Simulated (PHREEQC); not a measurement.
Consider water at 25 °C with 3.6 mmol/kgw Pb(NO3)2, 0.44 mmol/kgw CaCl2, 0.053 mmol/kgw HCl and 0.056 mmol/kgw NaCl. Closed to the air; pH follows from the charge balance.

Model: ion-association model, phreeqc.dat, run in PHREEQC.

| quantity | before | after |
|---|---|---|
| pH | 4.31 | 4.31 |
| ionic strength (mol/kgw) | 0.0116 | 0.0104 |
| NO3- (mol/kgw) | 0.00698 | 0.00697 |
| Pb+2 (mol/kgw) | 0.00330 | 0.00336 |
| Cl- (mol/kgw) | 0.000912 | 0.000100 |
| PbNO3+ (mol/kgw) | 0.000218 | 0.000227 |
| SI of Pb(OH)2 (Pb(OH)2) | -2.20 | -2.19 |
| SI of Halite (NaCl) | -8.96 | -9.91 |

Q: What was changed between the two runs?
A. Pb(NO3)2 from 0.0036 to 0.018 mol/kgw
B. HCl replaced by BaCl2 at the same molality
C. 0.0063 mol/kgw CO2 added
D. temperature from 25 to 65 °C
E. CaCl2 left out

A: E, CaCl2 left out

Precipitation was switched off in this run.
